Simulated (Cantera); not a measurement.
Mixture: CH₄ : H₂ : O₂ : N₂ = 1 : 0.13 : 1.03 : 3.88 (molar parts), equivalence ratio 2.0, at 1350 Torr, adiabatic and at constant pressure. Ignition delay is the time to a rise of 400 K.

Detailed kinetics in Cantera: GRI-Mech 3.0 (53 species, 325 reactions).

### Question
Predict: delay at 1175 K; delay at 1225 K; delay at 1275 K; delay at 1325 K; delay at 1375 K; delay at 1425 K; apparent activation energy between 1325 and 1425 K.

### Answer
| Item | Result |
|---|---|
| delay at 1175 K | 15.1 ms |
| delay at 1225 K | 9.08 ms |
| delay at 1275 K | 5.43 ms |
| delay at 1325 K | 3.25 ms |
| delay at 1375 K | 1.96 ms |
| delay at 1425 K | 1.19 ms |
| apparent activation energy between 1325 and 1425 K | 160 kJ/mol |
